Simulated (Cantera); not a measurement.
Input: 1 mol TEOS, 3.6 mol N₂O, 0.81 mol H₂, at 2023.15 K and 0.120 bar.

Method: chemical equilibrium by Gibbs-energy minimisation in Cantera with the NASA 1993 tables (ideal gas, pure condensed phases). Candidate condensed phases: C, C₆H₆, C₇H₈, C₈H₁₈, H₂O, Si, SiC, SiO₂, Si₂N₂O, Si₃N₄; 151 gas species. The feed counts by its element totals alone. Kinetics and transport are ignored.

Base state: H₂ 0.487, CO 0.330, N₂ 0.162, SiO 0.0148, H 0.00383, HCN 0.00212, HNC 0.000126, C₂H₂ (acetylene) 9.54e-5 (mole fractions); condensed: SiC(s).

**Question.** What changes in the equilibrium state with this change: pressure from 0.120 bar to 8.80e-5 bar?

**Answer.** 
| species | before | after |
|---|---|---|
| H₂ | 0.487 | 0.378 |
| CO | 0.330 | 0.308 |
| N₂ | 0.162 | 0.145 |
| H | 0.00383 | 0.125 |
| Si | 6.05e-5 | 0.0345 |
| SiO | 0.0148 | 0.00271 |
| SiC₂ | 6.11e-7 | 0.00159 |
| Si₂C | 1.83e-6 | 0.000932 |
| Si₂ | 8.46e-8 | 2.02e-5 |
| CN | 4.14e-7 | 3.09e-5 |
| SiC(s), mol | 0.672 | 0 |
| C(graphite), mol | 0 | 0.250 |
The tables' values for SiN are old estimates; treat these amounts as uncertain.

**Question.** What changes in the equilibrium state with this change: pressure from 0.120 bar to 0.00160 bar?

**Answer.** 
| species | before | after |
|---|---|---|
| H₂ | 0.487 | 0.464 |
| CO | 0.330 | 0.326 |
| N₂ | 0.162 | 0.159 |
| H | 0.00383 | 0.0324 |
| Si | 6.05e-5 | 0.00419 |
| SiO | 0.0148 | 0.0124 |
| SiC₂ | 6.11e-7 | 4.96e-5 |
| Si₂C | 1.83e-6 | 0.000127 |
| SiN | 2.08e-6 | 1.65e-5 |
| SiC(s), mol | 0.672 | 0.617 |
The tables' values for SiN are old estimates; treat these amounts as uncertain.
